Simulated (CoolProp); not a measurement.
A single-stage vapour-compression cycle with propane: evaporating at 321.15 K (dew point), condensing at 361.15 K (bubble point), superheat 8 K, subcooling 0 K, compressor efficiency 0.6, no pressure losses. Each further row changes one setting.

The numbers come from the reference Helmholtz-energy equation of state, Lemmon 2009 in CoolProp.

| case | cooling COP | pressure ratio | discharge temperature (K) | refrigerating effect (kJ/kg) | volumetric capacity (kJ/m³) |
|---|---|---|---|---|---|
| as stated | (withheld) | 2.21 | 380.6 | 166 | 5720 |
| evaporating temperature 326.15 K | 3.28 | 1.99 | 379.1 | 170 | 6600 |
| condensing temperature 356.15 K | 3.49 | 2.02 | 374.4 | 188 | (withheld) |
| subcooling 5 K | 3.17 | 2.21 | 380.6 | 192 | 6610 |
| superheat 18 K | 2.88 | 2.21 | 389.9 | (withheld) | (withheld) |
| compressor efficiency 0.5 | 2.28 | 2.21 | (withheld) | 166 | 5720 |

**Question.** Fill in the missing entries.

**Answer.** 
- as stated, cooling COP: 2.74
- condensing temperature 356.15 K, volumetric capacity (kJ/m³): 6490
- superheat 18 K, refrigerating effect (kJ/kg): 189
- superheat 18 K, volumetric capacity (kJ/m³): 6090
- compressor efficiency 0.5, discharge temperature (K): 384.5
